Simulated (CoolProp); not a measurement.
The numbers come from the reference Helmholtz-energy equation of state, Penoncello 2003 in CoolProp.

Task: For CHF3 (R23), give the phase and the cp (kJ/(kg K)), cv (kJ/(kg K)), speed of sound (m/s), expansivity (1/kK) at 237.9 K and 25.4 MPa; 267.4 K and 25.4 MPa; 297 K and 25.4 MPa.

Result: 
- 237.9 K and 25.4 MPa: liquid; cp 1.23, cv 0.730, speed of sound 751, expansivity 2.52
- 267.4 K and 25.4 MPa: liquid; cp 1.29, cv 0.748, speed of sound 636, expansivity 2.93
- 297 K and 25.4 MPa: liquid; cp 1.35, cv 0.770, speed of sound 531, expansivity 3.48
